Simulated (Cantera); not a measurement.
A closed system holds: 1 mol MgCl2, 1.5 mol H2, 5.5 mol N2, 0.02 mol HCl, equilibrated at 1100 K and 1.00 bar.

Equilibrium computed with Cantera from the NASA thermochemical tables; the gas is ideal and each condensed phase is pure. Candidate condensed phases: Mg, MgCl2, NH4Cl; 18 gas species. Rates play no part.

Base state: N2 0.782, H2 0.213, HCl 0.00284, MgCl2 0.00153, NH3 2.77e-5 (mole fractions); condensed: MgCl2(l).

Q: What changes in the equilibrium state with this change: MgCl2 replaced by NaCl?

A: 
```json
[
 {"species": "N2", "before": "0.782", "after": "0.783"},
 {"species": "H2", "before": "0.213", "after": "0.213"},
 {"species": "HCl", "before": "0.00284", "after": "0.00285"},
 {"species": "MgCl2", "before": "0.00153", "after": "0"},
 {"species": "NaCl", "before": "0", "after": "0.000595"},
 {"species": "Na2Cl2", "before": "0", "after": "0.000260"},
 {"species": "NH3", "before": "2.77e-5", "after": "2.77e-5"},
 {"species": "MgCl2(l), mol", "before": "0.989", "after": "0"},
 {"species": "NaCl(l), mol", "before": "0", "after": "0.992"}
]
```
Further candidate phases: Na, NaCl.
